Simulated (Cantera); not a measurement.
Gas mixture: H₂O : H₂ = 0.76 : 0.12 (molar parts), at 4.13 Torr, frozen composition.

Cantera's kinetic-theory transport with the Lennard-Jones parameters of GRI-Mech 3.0, ideal gas; thermal conductivity in the multicomponent form. Polar gases are described roughly by these parameters.

One state of this run: ρ (kg/m³) = 0.000487; cp (J/kg/K) = 3180; μ (µPa s) = 71.5; λ (mW/m/K) = 344; Pr = 0.661; D (cm²/s) NH₃ = 1810; D (cm²/s) CH₃ = 1620; D (cm²/s) NO = 1520. D: mixture-averaged diffusion coefficient of that species in the mixture.

Which value of T (K) does it belong to?
(A) 1650
(B) 2150
(C) 400
(D) 900

B, 2150
